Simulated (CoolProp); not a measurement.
Computed with CoolProp (reference Helmholtz-energy equation of state, Lemmon 2006). It is a short technical equation, of lower accuracy than the large ones.

For C3F8 (R218), give the phase and the density (kg/m³), cp (kJ/(kg K)), Joule-Thomson coefficient (K/MPa) at 251.2 K and 101 kPa.


- 251.2 K and 101 kPa: gas; density 9.48, cp 0.735, Joule-Thomson coefficient 25.2
